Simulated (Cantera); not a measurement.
A closed system holds: 1 mol SiCl₄, 3.9 mol H₂, at 100000 Pa.

Cantera equilibrium calculation (NASA polynomials, part measured and part estimated; ideal gas, pure solids and liquids). Candidate condensed phases: Si; 19 gas species. The tables' values for SiCl₃ are old estimates; treat these amounts as uncertain. Kinetics and transport are ignored. All values below are at 725 °C.

Base state: H₂ 0.765, SiCl₄ 0.173, HCl 0.0312, SiHCl₃ 0.0295, SiCl₃ 0.000571, SiH₂Cl₂ 0.000539, SiCl₂ 4.61e-5 (mole fractions); condensed: gas only.

Problem. What changes in the equilibrium state with this change: SiCl₄ replaced by Si?

Solution. 
```csv
species,before,after
H₂,0.765,1.00
SiCl₄,0.173,0
HCl,0.0312,0
SiHCl₃,0.0295,0
SiCl₃,0.000571,0
SiH₂Cl₂,0.000539,0
SiCl₂,4.61e-5,0
"Si(s), mol",0,1.000
```
